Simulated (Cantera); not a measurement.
# Thermodynamics of aluminium nitride and oxide growth, feed AlCl3 + NH3 + N2

Feed: 1 mol AlCl3, 4.7 mol NH3, a varied amount of N2, at 1073.15 K and 0.00950 bar.

These are equilibrium values from Cantera (NASA tables, ideal gas, pure condensed phases), not measurements of a reactor. Candidate condensed phases: Al, AlCl3, AlN, NH4Cl; 20 gas species. Rates play no part.

From 19 mol N2 to 610 mol N2 the condensed part is AlN(s). The main Al-bearing gas is AlCl3 throughout. The share of Al in condensed phases is highest at 610 mol N2 (69.9 %) and lowest at 19 mol N2 (48.8 %).

| n(N2) (mol) | log p N2 | log p H2 | log p HCl | log p AlCl3 | log p AlCl2 | log p NH3 | log p AlCl | n AlN(s) |
|---|---|---|---|---|---|---|---|---|
| 19 | -2.17 | -2.69 | -3.32 | -3.78 | -7.30 | -8.55 | -8.94 | 0.488 |
| 26 | -2.13 | -2.78 | -3.40 | -3.89 | -7.38 | -8.68 | -8.98 | 0.505 |
| 35 | -2.11 | -2.88 | -3.48 | -4.00 | -7.45 | -8.81 | -9.03 | 0.522 |
| 48 | -2.09 | -2.99 | -3.58 | -4.13 | -7.54 | -8.97 | -9.08 | 0.541 |
| 67 | -2.07 | -3.12 | -3.69 | -4.27 | -7.64 | -9.14 | -9.13 | 0.561 |
| 91 | -2.06 | -3.24 | -3.79 | -4.40 | -7.73 | -9.32 | -9.18 | 0.579 |
| 130 | -2.05 | -3.38 | -3.91 | -4.57 | -7.84 | -9.53 | -9.24 | 0.602 |
| 170 | -2.04 | -3.49 | -4.01 | -4.70 | -7.93 | -9.69 | -9.28 | 0.618 |
| 240 | -2.04 | -3.64 | -4.14 | -4.87 | -8.04 | -9.90 | -9.34 | 0.640 |
| 320 | -2.03 | -3.76 | -4.25 | -5.01 | -8.14 | -10.09 | -9.39 | 0.658 |
| 450 | -2.03 | -3.91 | -4.38 | -5.18 | -8.25 | -10.30 | -9.45 | 0.680 |
| 610 | -2.03 | -4.04 | -4.49 | -5.34 | -8.36 | -10.50 | -9.50 | 0.699 |
log p: log10 of the partial pressure in bar; n: condensed amount in mol.
